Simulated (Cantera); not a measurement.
**Si3N4 + O2 + H2 (nitride etching)**

Charge: 1 mol Si3N4, 6.9 mol O2, 0.85 mol H2, at 0.820 bar.

Cantera equilibrium calculation (NASA polynomials, part measured and part estimated; ideal gas, pure solids and liquids). Candidate condensed phases: H2O, Si, SiO2, Si2N2O, Si3N4; 35 gas species. The tables hold silica as quartz up to 1696 K and as liquid above; real silica turns to tridymite and cristobalite and melts near 1996 K. Gases not in the tables: Si(OH)4. Kinetics and transport are ignored.

| T (K) | log p O2 | log p N2 | log p H2O | log p NO | log p OH | n SiO2(β-quartz) | n SiO2(condensed) |
|---|---|---|---|---|---|---|---|
| 1075 | -0.35 | -0.59 | -0.96 | -4.25 | -6.24 | 3.00 | 0 |
| 1175 | -0.35 | -0.59 | -0.96 | -3.87 | -5.57 | 3.00 | 0 |
| 1275 | -0.35 | -0.59 | -0.96 | -3.55 | -5.00 | 3.00 | 0 |
| 1375 | -0.35 | -0.59 | -0.96 | -3.28 | -4.52 | 3.00 | 0 |
| 1475 | -0.35 | -0.59 | -0.96 | -3.04 | -4.10 | 3.00 | 0 |
| 1575 | -0.35 | -0.59 | -0.96 | -2.84 | -3.73 | 3.00 | 0 |
| 1675 | -0.35 | -0.59 | -0.96 | -2.66 | -3.41 | 3.00 | 0 |
| 1775 | -0.35 | -0.59 | -0.96 | -2.50 | -3.13 | 0 | 3.00 |
| 1875 | -0.35 | -0.59 | -0.96 | -2.35 | -2.87 | 0 | 3.00 |
log p: log10 of the partial pressure in bar; n: condensed amount in mol.

From 1075 K to 1675 K the condensed part is SiO2(β-quartz). From 1775 K to 1875 K the condensed part is SiO2(condensed).
